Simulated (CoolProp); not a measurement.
n-octane along the isotherm 118.95 °C: density (kg/m³) from the reference equation and from simpler models built on Tc = 295.6 °C, pc = 2.484 MPa, ω = 0.398; each cubic takes its own stable root.

Model: reference Helmholtz-energy equation of state, Beckmüller 2019, in CoolProp.

| p (MPa) | phase | reference |
|---|---|---|
| 1.55 | liquid | 620.3 |
| 3.1 | liquid | 623.0 |
| 4.66 | liquid | 625.7 |
| 6.21 | liquid | 628.2 |
| 7.76 | liquid | 630.6 |
| 9.31 | liquid | 633.0 |
| 10.9 | liquid | 635.3 |
| 12.4 | liquid | 637.4 |

**Question.** How far does each simpler model (van der Waals, Redlich-Kwong, Soave-Redlich-Kwong) lie from the reference over these 8 states: mean and median of the absolute difference, and the worst?

**Answer.** 
- van der Waals: mean 41.1 %, median 40.9 %, worst -43.3 % at 118.95 °C and 1.55 MPa
- Redlich-Kwong: mean 16.4 %, median 16.2 %, worst -18.1 % at 118.95 °C and 1.55 MPa
- Soave-Redlich-Kwong: mean 12.6 %, median 12.5 %, worst -13.3 % at 118.95 °C and 1.55 MPa
